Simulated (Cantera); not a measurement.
Input (Python, Cantera):

```python
import numpy as np
import cantera as ct

gas = ct.Solution("gri30.yaml")
gas.TPX = 1073, 240000, {'CH4': 0.014, 'O2': 0.007, 'N2': 1}
reactor = ct.IdealGasConstPressureReactor(gas, energy="off", clone=False)
net = ct.ReactorNet([reactor])
net.rtol, net.atol = 1e-08, 1e-18
show = ['CH4', 'O2', 'NO', 'O', 'HCN']
times = np.geomspace(0.0007, 100, 9)

steps = ct.SolutionArray(gas, extra=["t"])
rows = []
print(f"{'t/s':>10s}{'T/K':>9s}{'P/Pa':>11s}" + "".join(f"{s:>11s}" for s in show))
for t in times:
    while net.time < t:
        t_next = net.step()
        steps.append(gas.state, t=t_next)
    rows.append([np.interp(t, steps.t, y) for y in (steps.T, steps.P, *steps(*show).X.T)])
    print(f"{t:10.3e}{rows[-1][0]:9.1f}{rows[-1][1]:11.4g}" + "".join(f"{x:11.3e}" for x in rows[-1][2:]))
rate = np.gradient(steps.T, steps.t)
print("integrator steps:", len(steps.t))
if steps.T.max() > steps.T[0] + 200:
    print(f"time of steepest temperature rise: {steps.t[rate.argmax()]:.4e} s")
gas.TPX = 1073, 240000, {'CH4': 0.014, 'O2': 0.007, 'N2': 1}
gas.equilibrate("TP")
print(f"equilibrium (TP): T = {gas.T:.1f} K  " + "  ".join(f"{s} {gas[s].X[0]:.3e}" for s in show))
```

It prints:

```
       t/s      T/K       P/Pa        CH4         O2         NO          O        HCN
 7.000e-04   1073.0    2.4e+05  1.371e-02  6.856e-03  2.581e-23  2.307e-14  1.732e-25
 3.086e-03   1073.0    2.4e+05  1.371e-02  6.856e-03  3.043e-22  7.840e-14  3.729e-24
 1.361e-02   1073.0    2.4e+05  1.371e-02  6.856e-03  6.702e-21  4.644e-13  1.054e-22
 6.000e-02   1073.0    2.4e+05  1.371e-02  6.856e-03  1.484e-19  1.646e-12  2.599e-21
 2.646e-01   1073.0    2.4e+05  1.371e-02  6.855e-03  1.145e-18  1.919e-12  1.915e-20
 1.167e+00   1073.0    2.4e+05  1.370e-02  6.851e-03  1.089e-17  2.966e-12  1.127e-19
 5.144e+00   1073.0    2.4e+05  1.362e-02  6.800e-03  5.032e-16  1.058e-11  1.847e-18
 2.268e+01   1073.0    2.4e+05  1.020e-02  3.914e-03  3.719e-12  4.554e-10  5.319e-14
 1.000e+02   1073.0    2.4e+05  7.168e-03  1.467e-05  2.327e-11  5.958e-13  4.327e-12
integrator steps: 1463
equilibrium (TP): T = 1073.0 K  CH4 1.106e-04  O2 1.508e-24  NO 1.966e-16  O 9.928e-22  HCN 5.698e-06
```

Cantera simulation using GRI-Mech 3.0 (53 species, 325 reactions); the numbers are that mechanism's predictions, not measurements.
